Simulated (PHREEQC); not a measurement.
0.48 g of hydrous ferric oxide (600 m²/g; 0.2 weak and 0.005 strong sites per Fe, Dzombak-Morel constants, diffuse double layer) in 1 kg of water with 0.05 mol/kgw of an inert sodium salt and 0.00053 mol/kgw MgCl2, at 25 °C; the pH is set by adding NaOH or the inert anion's acid. Oxygen alone is held at its pressure in air (log pO2 = -0.68). The system is closed to CO2. Precipitation was switched off in this run.

Base run: PHREEQC, ion-association model, wateq4f.dat. Each further column changes one thing. The table gives surface charge σ (C/m²).

```json
[
 {"pH": "4", "base": "0.295", "background salt from 0.05 to 0.005 mol/kgw": "0.197", "oxide from 0.48 to 2.4 g/kgw": "0.297", "0.0004 mol/kgw ZnSO4 added": "0.121"},
 {"pH": "4.75", "base": "0.211", "background salt from 0.05 to 0.005 mol/kgw": "0.120", "oxide from 0.48 to 2.4 g/kgw": "0.212", "0.0004 mol/kgw ZnSO4 added": "0.100"},
 {"pH": "5.5", "base": "0.131", "background salt from 0.05 to 0.005 mol/kgw": "0.066", "oxide from 0.48 to 2.4 g/kgw": "0.132", "0.0004 mol/kgw ZnSO4 added": "0.074"},
 {"pH": "6.25", "base": "0.073", "background salt from 0.05 to 0.005 mol/kgw": "0.033", "oxide from 0.48 to 2.4 g/kgw": "0.073", "0.0004 mol/kgw ZnSO4 added": "0.054"},
 {"pH": "7", "base": "0.035", "background salt from 0.05 to 0.005 mol/kgw": "0.014", "oxide from 0.48 to 2.4 g/kgw": "0.035", "0.0004 mol/kgw ZnSO4 added": "0.044"},
 {"pH": "7.75", "base": "0.014", "background salt from 0.05 to 0.005 mol/kgw": "0.006", "oxide from 0.48 to 2.4 g/kgw": "0.012", "0.0004 mol/kgw ZnSO4 added": "0.035"},
 {"pH": "8.5", "base": "0.006", "background salt from 0.05 to 0.005 mol/kgw": "0.003", "oxide from 0.48 to 2.4 g/kgw": "-0.005", "0.0004 mol/kgw ZnSO4 added": "0.023"},
 {"pH": "9.25", "base": "-0.001", "background salt from 0.05 to 0.005 mol/kgw": "0.000", "oxide from 0.48 to 2.4 g/kgw": "-0.028", "0.0004 mol/kgw ZnSO4 added": "0.016"},
 {"pH": "10", "base": "-0.008", "background salt from 0.05 to 0.005 mol/kgw": "-0.003", "oxide from 0.48 to 2.4 g/kgw": "-0.062", "0.0004 mol/kgw ZnSO4 added": "0.008"}
]
```

 In at least one series the solution becomes supersaturated in solids that the run did not let form, among them Zincite(c), Zn4(OH)6SO4, Zn5(OH)8Cl2.
